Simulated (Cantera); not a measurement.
A Cantera script and what it prints.

```python
import numpy as np
import cantera as ct

gas_names = """
    C CO CO2 C2 C2O C3 C3O2 C4 C5 Mg MgO Mg2 O O2 O3
""".split()
cond_names = """
    C(gr) Mg(cr) Mg(L) MgCO3(s) MgO(s) MgO(L)
""".split()


# ... load() reads the species with a 1 bar reference pressure and builds the phases ...
atoms = {
    'MgO': {'Mg': 1, 'O': 1},
    'CO': {'C': 1, 'O': 1},
}
top_T = {'C(gr)': 4500}  # K; cautious upper limits of use, not melting points


# ... equilibrate(T, P, feed) seeds the gas with the atoms and calls Mixture.equilibrate('TP', solver="vcs", rtol=1e-11, max_steps=5000) ...
results = []
feed = {'MgO': 1, 'CO': 0.78}  # mol
P = 5000  # Pa
for T in [1173, 1248, 1323, 1398, 1473, 1548, 1623, 1698, 1773, 1848, 1923, 1998]:
    mix = equilibrate(T, P, feed)
    results.append((T, P, feed, dict(zip(mix.species_names, mix.species_moles))))

top = {s: max(r[3][s] / sum(r[3][g] for g in gas_names) for r in results) for s in gas_names}
cols = sorted((s for s in top if top[s] > 0.0001), key=lambda s: -top[s])[:9]
seen = [c for c in cond_names if any(r[3].get(c, 0) > 1e-12 for r in results)]
print("log10 of partial pressures in bar; condensed amounts in mol")
print(f"{'T/K':>10s}" + "".join(f"{s[:9]:>10s}" for s in cols + seen))
for T, P, feed, n in results:
    ng = sum(n[g] for g in gas_names)
    print(f"{T:10.4g}" + "".join(f"{np.log10(max(n[s] / ng * P / 1e5, 1e-99)):10.3f}" for s in cols)
          + "".join(f"{n.get(c, 0):10.4g}" for c in seen))
```

It prints:

```
log10 of partial pressures in bar; condensed amounts in mol
       T/K        CO        Mg       CO2     C(gr)    MgO(s)
      1173    -1.302   -10.978    -4.158  0.001083         1
      1248    -1.301    -9.305    -4.608 0.0003846         1
      1323    -1.301    -7.826    -5.006 0.0001538         1
      1398    -1.301    -6.508    -5.359 6.343e-05         1
      1473    -1.301    -5.501    -5.501         0         1
      1548    -1.301    -5.111    -5.111         0    0.9999
      1623    -1.301    -4.758    -4.758         0    0.9997
      1698    -1.302    -4.437    -4.437         0    0.9994
      1773    -1.302    -4.143    -4.143         0    0.9989
      1848    -1.303    -3.874    -3.874         0    0.9979
      1923    -1.305    -3.627    -3.627         0    0.9963
      1998    -1.308    -3.399    -3.399         0    0.9937
```

These are equilibrium values from Cantera (NASA tables, ideal gas, pure condensed phases), not measurements of a reactor.
